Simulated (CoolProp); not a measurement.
Water along the isotherm 659.9 K: fugacity coefficient from the reference equation and from simpler models built on Tc = 647.1 K, pc = 22060 kPa, ω = 0.344; each cubic takes its own stable root.

Values from CoolProp's reference Helmholtz-energy equation of state, Wagner 2002.

| p (kPa) | phase | reference | van der Waals | Redlich-Kwong | Soave-Redlich-Kwong |
|---|---|---|---|---|---|
| 1380 | gas | 0.9808 | 0.9823 | 0.9799 | 0.9802 |
| 2760 | gas | 0.9615 | 0.9647 | 0.9600 | 0.9605 |
| 4140 | gas | 0.9422 | 0.9471 | 0.9403 | 0.9410 |
| 5520 | gas | 0.9229 | 0.9296 | 0.9206 | 0.9216 |
| 6890 | gas | 0.9037 | 0.9122 | 0.9013 | 0.9025 |
| 8270 | gas | 0.8843 | 0.8946 | 0.8819 | 0.8834 |
| 9650 | gas | 0.8649 | 0.8771 | 0.8626 | 0.8644 |
| 11000 | gas | 0.8459 | 0.8599 | 0.8438 | 0.8459 |
